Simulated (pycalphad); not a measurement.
Phase fractions of Si-48.18Y (wt.%)

Computed with pycalphad from the COST 507 light-alloy database (1999), at 1 atm. The database dates from 1999; later assessments differ in places, in temperatures and in the compounds included. Phase fractions are per mole of atoms. Diffusion is slow at the low end, where real alloys seldom reach equilibrium.

```json
[
 {"T (K)": "1850", "LIQUID": "1.000", "SI2Y_H": "-", "SI2Y_R": "-", "DIAMOND_A4": "-"},
 {"T (K)": "1750", "LIQUID": "0.923", "SI2Y_H": "0.077", "SI2Y_R": "-", "DIAMOND_A4": "-"},
 {"T (K)": "1650", "LIQUID": "___", "SI2Y_H": "___", "SI2Y_R": "-", "DIAMOND_A4": "-"},
 {"T (K)": "1550", "LIQUID": "0.555", "SI2Y_H": "0.445", "SI2Y_R": "-", "DIAMOND_A4": "-"},
 {"T (K)": "1450", "LIQUID": "-", "SI2Y_H": "-", "SI2Y_R": "0.681", "DIAMOND_A4": "0.319"},
 {"T (K)": "1350", "LIQUID": "-", "SI2Y_H": "-", "SI2Y_R": "0.681", "DIAMOND_A4": "0.319"},
 {"T (K)": "1250", "LIQUID": "-", "SI2Y_H": "-", "SI2Y_R": "0.681", "DIAMOND_A4": "0.319"},
 {"T (K)": "1150", "LIQUID": "-", "SI2Y_H": "-", "SI2Y_R": "0.681", "DIAMOND_A4": "0.319"},
 {"T (K)": "1050", "LIQUID": "-", "SI2Y_H": "-", "SI2Y_R": "0.681", "DIAMOND_A4": "0.319"},
 {"T (K)": "950", "LIQUID": "-", "SI2Y_H": "-", "SI2Y_R": "0.681", "DIAMOND_A4": "0.319"},
 {"T (K)": "850", "LIQUID": "-", "SI2Y_H": "-", "SI2Y_R": "0.681", "DIAMOND_A4": "0.319"},
 {"T (K)": "750", "LIQUID": "-", "SI2Y_H": "-", "SI2Y_R": "0.681", "DIAMOND_A4": "0.319"},
 {"T (K)": "650", "LIQUID": "-", "SI2Y_H": "-", "SI2Y_R": "0.681", "DIAMOND_A4": "0.319"},
 {"T (K)": "550", "LIQUID": "-", "SI2Y_H": "-", "SI2Y_R": "0.681", "DIAMOND_A4": "0.319"}
]
```

Some entries are withheld; supply them.


- 1650, LIQUID: 0.672
- 1650, SI2Y_H: 0.328

Database names, with the compositions (at.%) that they take in these runs: SI2Y_H: Si 67 Y 33; SI2Y_R: Si 67 Y 33. DIAMOND_A4 is diamond (Si).
